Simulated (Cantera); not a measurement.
## Equilibrium for silicon etching in halogen gases: Si + Cl₂

Charge: 1 mol Si, a varied amount of Cl₂, equilibrated at 10000 Pa.

These are equilibrium values from Cantera (NASA tables, ideal gas, pure condensed phases), not measurements of a reactor. Candidate condensed phases: Si; 9 gas species. The tables' values for SiCl₃ are old estimates. Kinetics and transport are ignored.

Stable condensed phases:

```
T in K \ n(Cl₂) in mol
         1.2 1.4 1.7   2 2.3 2.6 3.1 3.6 4.2 4.9 5.7 6.6
   1625    A   A   A   A   A   A   A   A   A   A   A   A
   1550    B   A   A   A   A   A   A   A   A   A   A   A
   1475    B   A   A   A   A   A   A   A   A   A   A   A
   1400    B   B   A   A   A   A   A   A   A   A   A   A
   1325    B   B   B   A   A   A   A   A   A   A   A   A
   1250    B   B   B   A   A   A   A   A   A   A   A   A
   1175    B   B   B   A   A   A   A   A   A   A   A   A
   1100    B   B   B   A   A   A   A   A   A   A   A   A
   1025    B   B   B   A   A   A   A   A   A   A   A   A
    950    B   B   B   A   A   A   A   A   A   A   A   A
    875    B   B   B   A   A   A   A   A   A   A   A   A
    800    B   B   B   A   A   A   A   A   A   A   A   A
```

A: gas only; B: Si.
